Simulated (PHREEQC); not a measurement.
# Alkaline etch or developer: an equilibrium model

A solution holds 0.12 mol TMAH, 0.00024 mol H3BO3 and 0.0028 mol K3PO4 per kg of water, at 25 °C. Closed to the air; pH follows from the charge balance.

All values are PHREEQC results (ion-association model, wateq4f.dat), not measurements.

Precipitation was switched off in this run.

Task: Estimate the pH, ionic strength.

Result: pH 12.95; ionic strength 0.137 mol/kgw.

Task: In which forms is P present?

Result: PO4-3 94 %, HPO4-2 6.1 % of the P.

(CH3)4N+ isn't in the database: it is added as a free cation with an ion size of 4 Å. H3PO4, which wateq4f.dat lacks, is added to it with the constant of phreeqc.dat.
